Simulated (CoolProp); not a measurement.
Properties of carbon dioxide along the isotherm 331.1 K (Tc = 304.1 K, pc = 7.377 MPa, ω = 0.224).

The numbers come from the reference Helmholtz-energy equation of state, Span 1996 in CoolProp.

```tsv
p (MPa)	phase	speed of sound (m/s)	viscosity (µPa s)	conductivity (mW/(m K))
0.369	gas	280.3	___	19.3
0.738	gas	278.2	16.6	19.5
1.11	gas	276.1	16.6	19.8
1.48	gas	274.0	16.7	20.0
1.84	gas	272.0	16.7	20.2
2.21	gas	269.8	16.8	20.5
2.58	gas	267.7	16.9	___
2.95	gas	265.5	17.0	21.1
3.32	gas	263.3	17.1	___
3.69	gas	261.1	17.2	21.9
```

Question: Complete the blanks.

Answer: 
- 0.369, viscosity (µPa s): 16.5
- 2.58, conductivity (mW/(m K)): 20.8
- 3.32, conductivity (mW/(m K)): 21.5

Viscosity comes from a separate model (Laesecke 2017). Thermal conductivity comes from a separate model (Huber 2016).
